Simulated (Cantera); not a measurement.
A closed system holds: 1 mol Pb, 7 mol H2, 0.071 mol O2, equilibrated at 1252 °C and 105 Torr.

Cantera equilibrium calculation (NASA polynomials, part measured and part estimated; ideal gas, pure solids and liquids). Candidate condensed phases: H2O, Pb, PbO, PbO2, Pb3O4; 12 gas species. The numbers say what is thermodynamically allowed, not how fast it happens.

Base state: H2 0.857, Pb 0.125, H2O 0.0177, H 5.85e-5, Pb2 3.44e-5 (mole fractions); condensed: gas only.

### Question
What changes in the equilibrium state with this change: pressure from 105 Torr to 7280 Torr?

### Answer
```tsv
species	before	after
H2	0.857	0.977
H2O	0.0177	0.0202
Pb	0.125	0.00321
Pb2	3.44e-5	1.57e-6
H	5.85e-5	7.51e-6
Pb(l), mol	0	0.977
```

### Question
What changes in the equilibrium state with this change: pressure from 105 Torr to 675 Torr?

### Answer
```json
[
 {"species": "H2", "before": "0.857", "after": "0.946"},
 {"species": "Pb", "before": "0.125", "after": "0.0346"},
 {"species": "H2O", "before": "0.0177", "after": "0.0196"},
 {"species": "H", "before": "5.85e-5", "after": "2.43e-5"},
 {"species": "Pb2", "before": "3.44e-5", "after": "1.69e-5"},
 {"species": "Pb(l), mol", "before": "0", "after": "0.749"}
]
```
